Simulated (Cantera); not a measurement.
A perfectly stirred reactor is fed with CH4 : C2H6 : O2 : N2 = 1 : 0.85 : 5.35 : 53.5 (molar parts), equivalence ratio 0.93, at 4.10 bar; it is adiabatic with a 600 K inlet, and is followed from long to short residence time, starting on the burning branch (τ in s: 0.081, 0.044, 0.024, 0.013, 0.007, 0.0038, 0.002, 0.0011, 0.0006, 0.00033, 0.00018, 9.6e-05).

Detailed kinetics in Cantera: GRI-Mech 3.0 (53 species, 325 reactions).

What does this change do: pressure from 4.10 bar to 10.0 bar?


```tsv
quantity	before	after
blow-out, bracketed by the residence times tried	burning at 2.00 ms, out at 1.10 ms	burning at 3.80 ms, out at 2.00 ms
x(CH4) at τ = 81.0 ms	6.96e-6	6.75e-6
x(C2H6) at τ = 81.0 ms	1.39e-6	1.25e-6
x(O2) at τ = 81.0 ms	0.00643	0.00634
x(H) at τ = 81.0 ms	1.35e-5	3.02e-6
x(H2) at τ = 81.0 ms	0.000157	7.27e-5
x(CH4) at τ = 2.00 ms	0.000183	0.0165
x(C2H6) at τ = 2.00 ms	2.81e-5	0.0140
x(O2) at τ = 2.00 ms	0.0103	0.0881
x(H) at τ = 2.00 ms	0.000173	<1e-12
x(H2) at τ = 2.00 ms	0.00128	<1e-12
```
